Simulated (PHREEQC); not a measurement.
A solution holds 0.0031 mol/kgw HBr and 0.0028 mol/kgw NiCl2, at 65 °C. Closed to the air; pH follows from the charge balance.

Equilibrium calculation in PHREEQC: ion-association model, wateq4f.dat.

The pH is 2.55 and the ionic strength comes out as 0.0114 mol/kgw. The total alkalinity comes out as -3.10 meq/kg.

```json
[
 {"species": "Cl-", "molality": "0.00558", "activity": "0.00494", "log γ": "-0.052"},
 {"species": "H+", "molality": "0.00310", "activity": "0.00280", "log γ": "-0.045"},
 {"species": "Br-", "molality": "0.00308", "activity": "0.00274", "log γ": "-0.051"},
 {"species": "Ni+2", "molality": "0.00276", "activity": "0.00172", "log γ": "-0.206"},
 {"species": "NiCl+", "molality": "2.40e-5", "activity": "2.13e-5", "log γ": "-0.051"},
 {"species": "NiBr+", "molality": "1.68e-5", "activity": "1.49e-5", "log γ": "-0.051"},
 {"species": "NiCl2", "molality": "3.82e-7", "activity": "3.83e-7", "log γ": "0.001"},
 {"species": "NiOH+", "molality": "1.14e-9", "activity": "1.01e-9", "log γ": "-0.051"}
]
```

No solid was allowed to form. At this temperature some constants are extrapolated from 25 °C, and those without enthalpy data are left unchanged.
